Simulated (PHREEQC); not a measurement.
Consider water at 20 °C with 0.044 mol/kgw BaCl2 and 0.058 mol/kgw KCl. Closed to the air; pH follows from the charge balance.

Computed with PHREEQC (ion-association model, phreeqc.dat).

### Question
The ionic strength comes out as 0.190 mol/kgw. What activity coefficients do K+, Cl-, Ba+2 get?

### Answer
K+ 0.72, Cl- 0.72, Ba+2 0.29.

Precipitation was switched off in this run. Species that the database lacks are ignored.
